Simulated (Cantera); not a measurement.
A Cantera script and its output.

```python
import numpy as np
import cantera as ct

gas = ct.Solution("gri30.yaml")
gas.TPX = 1073, 460, {'H2': 0.081, 'O2': 1}
reactor = ct.IdealGasConstPressureReactor(gas, energy="off", clone=False)
net = ct.ReactorNet([reactor])
net.rtol, net.atol = 1e-08, 1e-18
show = ['H2', 'O2', 'H2O', 'H', 'HO2']
times = np.geomspace(4e-05, 40, 10)

steps = ct.SolutionArray(gas, extra=["t"])
rows = []
print(f"{'t/s':>10s}{'T/K':>9s}{'P/Pa':>11s}" + "".join(f"{s:>11s}" for s in show))
for t in times:
    while net.time < t:
        t_next = net.step()
        steps.append(gas.state, t=t_next)
    rows.append([np.interp(t, steps.t, y) for y in (steps.T, steps.P, *steps(*show).X.T)])
    print(f"{t:10.3e}{rows[-1][0]:9.1f}{rows[-1][1]:11.4g}" + "".join(f"{x:11.3e}" for x in rows[-1][2:]))
rate = np.gradient(steps.T, steps.t)
print("integrator steps:", len(steps.t))
if steps.T.max() > steps.T[0] + 200:
    print(f"time of steepest temperature rise: {steps.t[rate.argmax()]:.4e} s")
gas.TPX = 1073, 460, {'H2': 0.081, 'O2': 1}
gas.equilibrate("TP")
print(f"equilibrium (TP): T = {gas.T:.1f} K  " + "  ".join(f"{s} {gas[s].X[0]:.3e}" for s in show))
```

Result:

```
       t/s      T/K       P/Pa         H2         O2        H2O          H        HO2
 4.000e-05   1073.0        460  7.493e-02  9.251e-01  3.657e-13  5.553e-11  5.962e-11
 1.857e-04   1073.0        460  7.493e-02  9.251e-01  2.798e-11  2.242e-10  2.769e-10
 8.618e-04   1073.0        460  7.493e-02  9.251e-01  1.678e-09  1.445e-09  1.289e-09
 4.000e-03   1073.0        460  7.493e-02  9.251e-01  1.274e-06  5.570e-07  8.792e-09
 1.857e-02   1073.0        460  1.948e-03  8.768e-01  6.202e-02  1.918e-02  2.389e-06
 8.618e-02   1073.0        460  1.071e-03  8.945e-01  6.958e-02  8.945e-03  2.273e-06
 4.000e-01   1073.0        460  2.044e-04  9.173e-01  7.654e-02  6.898e-04  1.478e-06
 1.857e+00   1073.0        460  1.117e-05  9.218e-01  7.769e-02  8.897e-06  3.175e-07
 8.618e+00   1073.0        460  7.270e-07  9.221e-01  7.781e-02  1.531e-07  3.666e-08
 4.000e+01   1073.0        460  8.048e-08  9.221e-01  7.784e-02  5.787e-09  5.106e-09
integrator steps: 1842
equilibrium (TP): T = 1073.0 K  H2 8.005e-10  O2 9.222e-01  H2O 7.785e-02  H 5.883e-12  HO2 1.927e-09
```

Detailed kinetics in Cantera: GRI-Mech 3.0 (53 species, 325 reactions). Radical loss at walls, strong at low pressure, is not modelled. The temperature is held fixed by assumption; the heat of reaction is taken as removed at once.
